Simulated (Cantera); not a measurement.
Charge: 1 mol C2H5OH, 0.73 mol NH3, 30 mol H2, 0.0072 mol O2, at 1.00 bar.

These are equilibrium values from Cantera (NASA tables, ideal gas, pure condensed phases), not measurements of a reactor. Candidate condensed phases: C, C6H6, C7H8, C8H18, H2O; 136 gas species. The numbers say what is thermodynamically allowed, not how fast it happens. All values below are at 1752 °C.

Base state: H2 0.957, CO 0.0286, N2 0.00946, H 0.00188, HCN 0.00155, C2H2 (acetylene) 0.000866, CH4 0.000364, HNC 9.19e-5 (mole fractions); condensed: C(graphite).

Task: What changes in the equilibrium state with this change: NH3 from 0.73 to 1.5 mol?

Result: 
```
species            before     after
----------------  -------  --------
H2                  0.957     0.948
CO                 0.0286    0.0274
N2                0.00946    0.0191
HNC               9.19e-5  0.000130
HCN               0.00155   0.00219
C(graphite), mol    0.852     0.822
```

Task: What changes in the equilibrium state with this change: O2 from 0.0072 to 1.5 mol?

Result: 
```tsv
species	before	after
H2	0.957	0.879
CO	0.0286	0.0541
H2O	2.91e-6	0.0541
N2	0.00946	0.0100
C2H2 (acetylene)	0.000866	<1e-9
CO2	1.86e-8	0.000712
C(graphite), mol	0.852	0
```
